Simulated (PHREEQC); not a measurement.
# Metal-bearing waste water

Solution (93 °C): 0.29 mol ZnSO4, 0.00013 mol ZnCl2 and 0.045 mol H2SO4 per kg of water. Closed to the air; pH follows from the charge balance.

All values are PHREEQC results (ion-association model, phreeqc.dat), not measurements.

This is a speciation only: nothing precipitates in the calculation.

Question: Estimate the pH, density, ionic strength.

Answer: pH 2.13; density 1.010 g/cm³; ionic strength 0.586 mol/kgw.

Question: In which forms is S present?

Answer: ZnSO4 31 %, SO4-2 25 %, HSO4- 24 %, Zn(SO4)2-2 20 % of the S.

Constants without temperature data keep their 25 °C values here.
